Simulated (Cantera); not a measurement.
**Catalytic combustion on Pt**

An isothermal plug-flow reactor at 1023 K and 1.01 bar (inlet), inlet velocity 1.3 m/s, active area per volume 1100 1/m; feed H2 : O2 : N2 = 0.0073 : 0.013 : 0.79 (molar parts).

Detailed kinetics in Cantera: Deutschmann's 1995 Pt surface mechanism with GRI-Mech 3.0 gas chemistry. Catalytic surfaces can have several steady states; this one follows from the mechanism file's or the stated starting coverage. Mass transfer to the wall is taken as infinitely fast.

```
z (m)        x H2    x O2    x H2O  θ free Pt   θ O*    θ OH*
-------  --------  ------  -------  ---------  -----  -------
3.3e-05   0.00376  0.0134  0.00527      0.618  0.380  0.00188
6.5e-05   0.00219  0.0127  0.00685      0.455  0.543  0.00190
0.00012   0.00104  0.0121  0.00801      0.387  0.611  0.00190
0.00024  0.000246  0.0117  0.00880      0.355  0.643  0.00189
0.00046   1.97e-5  0.0116  0.00903      0.348  0.650  0.00189
0.0009    1.31e-7  0.0116  0.00905      0.347  0.651  0.00189
0.0017   3.70e-10  0.0116  0.00905      0.347  0.651  0.00189
0.0033   3.55e-10  0.0116  0.00905      0.347  0.651  0.00189
```
x: gas mole fraction; θ: surface coverage.
